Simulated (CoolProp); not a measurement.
Vapour-liquid equilibrium of m-xylene (1) + o-xylene (2) at 0.000582 MPa; x and y are mole fractions of (1).

The numbers come from the multi-fluid Helmholtz-energy mixture model, Zhou 2012 and Zhou 2012; pair parameters Bell 2016 in CoolProp.

```tsv
x	bubble temperature (K)	y at the bubble point	dew temperature at overall composition x (K)	liquid density (mol/L)
0.05	290.8	0.061	290.9	8.301
0.125	290.6	0.151	290.6	8.292
0.2	290.3	0.239	290.4	8.283
0.275	290.0	0.324	290.1	8.274
0.35	289.7	0.406	289.9	8.265
0.425	289.4	0.485	289.6	8.256
0.5	289.1	0.560	289.3	8.247
0.575	288.8	0.633	289.0	8.238
0.65	288.5	0.702	288.7	8.229
0.725	288.2	0.769	288.4	8.220
0.8	288.0	0.834	288.1	8.211
0.875	287.7	0.897	287.8	8.201
0.95	287.5	0.959	287.5	8.192
```

No azeotrope shows between x = 0.05 and 0.95.

Pair parameters are fitted to limited data, so mixtures are less certain than the pure fluids.
